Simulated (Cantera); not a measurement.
Charge: 1 mol c-C₄F₈, 0.048 mol HCl, 0.21 mol H₂, at 2098 K and 370 Pa.

These are equilibrium values from Cantera (NASA tables, ideal gas, pure condensed phases), not measurements of a reactor. Candidate condensed phases: C, C₆H₆, C₇H₈, C₈H₁₈; 118 gas species. The feed counts by its element totals alone. Gases not in the tables: C₂F₆ and larger saturated fluorocarbons. Rates play no part.

What is the equilibrium state?


```json
{
 "x(CF₄)": "0.420",
 "x(CF₂)": "0.257",
 "x(F)": "0.148",
 "x(HF)": "0.148",
 "x(Cl)": "0.0151",
 "x(CF₃)": "0.0115",
 "x(CF)": "0.00109",
 "x(CClF₃)": "1.42e-5",
 "x(ClF)": "1.33e-5",
 "n(C(graphite))": "1.81 mol",
 "gas_amount": "3.169 mol"
}
```
